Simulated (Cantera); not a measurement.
Feed: 1 mol (CH3)2SiCl2, 0.0042 mol C3H8, 9.8 mol H2, held at 2025 K and 2.90 mbar.

These are equilibrium values from Cantera (NASA tables, ideal gas, pure condensed phases), not measurements of a reactor. Candidate condensed phases: C, C6H6, C7H8, C8H18, Si, SiC; 109 gas species. The feed counts by its element totals alone. The tables' values for SiCl are old estimates; treat these amounts as uncertain. Rates play no part.

Base state: H2 0.826, HCl 0.132, H 0.0325, Cl 0.00385, SiCl2 0.00294, Si 0.00121, C2H2 (acetylene) 0.000748, SiCl 0.000249 (mole fractions); condensed: C(graphite) + SiC(s).

What changes in the equilibrium state with this change: H2 from 9.8 to 57 mol?


```
species             before     after
----------------  --------  --------
H2                   0.826     0.931
H                   0.0325    0.0345
HCl                  0.132    0.0310
Cl                 0.00385  0.000851
Si                 0.00121   0.00121
SiCl2              0.00294  0.000144
SiCl              0.000249   5.50e-5
C2H2 (acetylene)  0.000748  0.000843
C(graphite), mol      1.05     0.997
SiC(s), mol          0.935     0.902
```

What changes in the equilibrium state with this change: temperature from 2025 K to 1175 K?


| species | before | after |
|---|---|---|
| H2 | 0.826 | 0.856 |
| HCl | 0.132 | 0.144 |
| SiCl2 | 0.00294 | 8.00e-5 |
| H | 0.0325 | 2.11e-6 |
| Si | 0.00121 | <1e-9 |
| SiCl | 0.000249 | <1e-9 |
| C(graphite), mol | 1.05 | 1.01 |
| SiC(s), mol | 0.935 | 0.997 |
The tables' values for SiCl3 are old estimates; treat these amounts as uncertain.
